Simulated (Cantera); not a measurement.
Input: 1 mol PbO, 1.2 mol CO, 2.7 mol N2, at 0.133 bar.

Cantera equilibrium calculation (NASA polynomials, part measured and part estimated; ideal gas, pure solids and liquids). Candidate condensed phases: C, Pb, PbO, PbO2, Pb3O4; 27 gas species. Rates play no part.

Q: At 502 °C, list the 3 most abundant gas species with their mole fractions, and the condensed phases.

A: N2 0.692, CO2 0.256, CO 0.0513. Condensed: Pb(l).
